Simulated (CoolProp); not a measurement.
Values from CoolProp's reference Helmholtz-energy equation of state, McLinden 2015.

Problem. Give the vapour pressure (MPa), liquid density (kg/m³), vapour density (kg/m³), enthalpy of vaporisation (kJ/kg) of saturated the fluoroketone C6F12O (FK-5-1-12) at 392.4 K.

Solution. 
```json
[
 {"T (K)": "392.4", "p (MPa)": "0.700", "liquid density (kg/m³)": "1250", "vapour density (kg/m³)": "91.1", "enthalpy of vaporisation (kJ/kg)": "61.7"}
]
```
